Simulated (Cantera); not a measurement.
Mixture: 9.41 % CH₄, 2.07 % CO, 15.2 % O₂, 73.3 % N₂, equivalence ratio 1.3, at 12.0 bar, adiabatic and at constant volume. Ignition delay is the time to a rise of 400 K.

Computed with Cantera and GRI-Mech 3.0 (53 species, 325 reactions). The pressure lies above the range GRI-Mech 3.0 was tuned for (to about 10 atm).

Predict: delay at 1148 K; delay at 1248 K; delay at 1348 K; delay at 1448 K; delay at 1548 K; delay at 1648 K; delay at 1748 K; apparent activation energy between 1548 and 1748 K.


| Item | Result |
|---|---|
| delay at 1148 K | 14.5 ms |
| delay at 1248 K | 3.78 ms |
| delay at 1348 K | 1.14 ms |
| delay at 1448 K | 0.385 ms |
| delay at 1548 K | 0.141 ms |
| delay at 1648 K | 56.1 µs |
| delay at 1748 K | 24.4 µs |
| apparent activation energy between 1548 and 1748 K | 200 kJ/mol |
